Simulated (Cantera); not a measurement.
An isothermal, constant-pressure homogeneous reactor starts with C₂H₆ : N₂ = 1 : 11 (molar parts), at 1200 K and 480 Pa. Integrator tolerance rtol = 1e-08.

Detailed kinetics in Cantera: GRI-Mech 3.0 (53 species, 325 reactions). GRI-Mech 3.0 stops at C3 and has no aromatics, soot or wall deposition, so with more carbon than oxygen in the feed, carbon stays in small species such as C2H2 where larger ones or solid carbon would form. Radical loss at walls, strong at low pressure, is not modelled.

Question: What does this change do: C2H6 1 to 1.8 parts?

Answer: 
```tsv
quantity	before	after
x(C₂H₆) at 30.0 s	2.29e-6 (gas-phase equilibrium 3.22e-8)	4.49e-6 (gas-phase equilibrium 1.30e-7)
x(C₂H) at 30.0 s	3.55e-11 (gas-phase equilibrium 5.50e-11)	4.02e-11 (gas-phase equilibrium 7.85e-11)
x(CH₃) at 30.0 s	2.07e-6 (gas-phase equilibrium 3.53e-7)	2.71e-6 (gas-phase equilibrium 7.10e-7)
x(CH₄) at 30.0 s	0.0210 (gas-phase equilibrium 0.00241)	0.0352 (gas-phase equilibrium 0.00597)
x(CH₂) at 30.0 s	5.53e-12 (gas-phase equilibrium 1.36e-12)	5.66e-12 (gas-phase equilibrium 2.22e-12)
```
